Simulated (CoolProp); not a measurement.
Vapour-liquid equilibrium of n-butane (1) + R113 (2) at 0.967 MPa; x and y are mole fractions of (1).

Values from CoolProp's multi-fluid Helmholtz-energy mixture model, Bücker 2006 and Marx 1992; pair parameters Bell 2016.

```tsv
x	bubble temperature, mixture model (K)	bubble temperature, Raoult's law (K)	y, mixture model	y, Raoult's law
0.05	405.4	405.4	0.120	0.142
0.15	395.9	396.2	0.320	0.362
0.25	387.7	388.3	(withheld)	0.524
0.35	380.6	381.3	(withheld)	0.646
0.45	374.5	375.2	0.689	0.739
0.55	369.2	369.8	0.766	0.812
0.65	(withheld)	364.9	0.830	0.870
0.75	360.3	360.5	0.884	0.917
0.85	356.4	356.5	0.933	0.955
0.95	352.8	352.8	0.978	0.986
```

**Question.** Some entries are withheld; supply them.

**Answer.** 
- 0.25, y, mixture model: 0.475
- 0.35, y, mixture model: 0.595
- 0.65, bubble temperature, mixture model (K): 364.5

The largest gap from Raoult's law is -0.7 K in bubble temperature, at x = 0.45. No azeotrope shows between x = 0.05 and 0.95.

Pair parameters are fitted to limited data, so mixtures are less certain than the pure fluids.
